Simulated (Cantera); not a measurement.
What does this Cantera script print?

```python
import numpy as np
import cantera as ct

gas_names = """
    H HO2 H2 H2O H2O2 O OH O2 O3 Pb PbO Pb2
""".split()
cond_names = """
    H2O(s) H2O(L) Pb(cr) Pb(L) PbO(rd) PbO(yw) PbO(L) PbO2(s) Pb3O4(s)
""".split()


def load(file, names, dense=False):
    # The tables refer to 1 bar. Condensed volumes are neglected.
    table = {s.name: s for s in ct.Species.list_from_file(file)}
    out = []
    for n in names:
        d = dict(table[n].input_data)
        d["thermo"] = dict(d["thermo"], **{"reference-pressure": 1e5})
        if dense:
            d["equation-of-state"] = {"model": "constant-volume", "density": "1e6 g/cm^3"}
        out.append(ct.Species.from_dict(d))
    return out


gas = ct.Solution(thermo="ideal-gas", species=load("nasa_gas.yaml", gas_names))
cond = {s.name: ct.Solution(thermo="fixed-stoichiometry", species=[s], name=s.name)
        for s in load("nasa_condensed.yaml", cond_names, dense=True)}
atoms = {
    'PbO': {'Pb': 1, 'O': 1},
    'O2': {'O': 2},
    'H2': {'H': 2},
}
top_T = {'Pb3O4(s)': 820}  # K; cautious upper limits of use, not melting points


def equilibrate(T, P, feed):
    n = {}
    for name, mol in feed.items():
        for a, k in atoms[name].items():
            n[a] = n.get(a, 0.0) + k * mol
    gas.TPX = T, P, n
    mass = sum(n.values()) * gas.mean_molecular_weight
    gas.equilibrate("TP")
    valid = [c for c in cond.values() if c.min_temp <= T <= top_T.get(c.name, c.max_temp)]
    mix = ct.Mixture([(gas, mass / gas.mean_molecular_weight)] + [(c, 0.0) for c in valid])
    mix.T, mix.P = T, P
    mix.equilibrate("TP", solver="vcs", rtol=1e-11, max_steps=5000)
    return mix


results = []
feed = {'PbO': 1, 'O2': 2, 'H2': 1.6}  # mol
P = 18000  # Pa
for T in [575, 650, 725, 800, 875, 950, 1025, 1100, 1175, 1250, 1325, 1400, 1475]:
    mix = equilibrate(T, P, feed)
    results.append((T, P, feed, dict(zip(mix.species_names, mix.species_moles))))

top = {s: max(r[3][s] / sum(r[3][g] for g in gas_names) for r in results) for s in gas_names}
cols = sorted((s for s in top if top[s] > 1e-05), key=lambda s: -top[s])[:5]
seen = [c for c in cond_names if any(r[3].get(c, 0) > 1e-12 for r in results)]
print("log10 of partial pressures in bar; condensed amounts in mol")
print(f"{'T/K':>10s}" + "".join(f"{s[:9]:>10s}" for s in cols + seen))
for T, P, feed, n in results:
    ng = sum(n[g] for g in gas_names)
    print(f"{T:10.4g}" + "".join(f"{np.log10(max(n[s] / ng * P / 1e5, 1e-99)):10.3f}" for s in cols)
          + "".join(f"{n.get(c, 0):10.4g}" for c in seen))
```

It prints:

```
log10 of partial pressures in bar; condensed amounts in mol
       T/K       H2O        O2       PbO        Pb        OH   PbO(rd)   PbO(yw)    PbO(L)  Pb3O4(s)
       575    -0.961    -1.151   -17.483   -26.255   -13.293         0         0         0    0.3333
       650    -0.988    -1.113   -14.406   -21.883   -11.602         1         0         0         0
       725    -0.988    -1.113   -12.054   -18.488   -10.257         1         0         0         0
       800    -0.988    -1.113   -10.155   -15.741    -9.162         0         1         0         0
       875    -0.988    -1.113    -8.589   -13.472    -8.254         0         1         0         0
       950    -0.988    -1.113    -7.278   -11.568    -7.489         0         1         0         0
      1025    -0.988    -1.113    -6.164    -9.949    -6.835         0         1         0         0
      1100    -0.988    -1.113    -5.208    -8.555    -6.270         0    0.9999         0         0
      1175    -0.988    -1.113    -4.395    -7.360    -5.777         0         0    0.9994         0
      1250    -0.988    -1.113    -3.738    -6.367    -5.343         0         0    0.9971         0
      1325    -0.989    -1.114    -3.161    -5.491    -4.959         0         0    0.9892         0
      1400    -0.993    -1.118    -2.650    -4.711    -4.618         0         0    0.9644         0
      1475    -1.004    -1.129    -2.195    -4.011    -4.317         0         0    0.8954         0
```

Method: chemical equilibrium by Gibbs-energy minimisation in Cantera with the NASA 1993 tables (ideal gas, pure condensed phases). Gases not in the tables: (PbO)n polymers.
